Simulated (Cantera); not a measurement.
Input: 1 mol SO2, 0.48 mol H2O, 50 mol N2, at 0.0180 bar.

Equilibrium computed with Cantera from the NASA thermochemical tables; the gas is ideal and each condensed phase is pure. Candidate condensed phases: H2O, H2SO4, S; 35 gas species. Equilibrium is a limit: real reactors are often held back by kinetics, nucleation or transport. All values below are at 2175 °C.

Base state: N2 0.957, SO2 0.0116, SO 0.00659, H 0.00652, O 0.00445, H2O 0.00301, O2 0.00286, NO 0.00269 (mole fractions); condensed: gas only.

Problem. What changes in the equilibrium state with this change: SO2 replaced by H2S?

Solution. 
| species | before | after |
|---|---|---|
| N2 | 0.957 | 0.945 |
| H | 0.00652 | 0.0188 |
| H2 | 0.00193 | 0.0161 |
| SO2 | 0.0116 | 0.000643 |
| O2 | 0.00286 | 1.58e-5 |
| S2 | 1.38e-5 | 0.00139 |
| H2S | 2.10e-7 | 1.76e-5 |
| SH | 2.62e-5 | 0.000760 |
| NO | 0.00269 | 0.000199 |
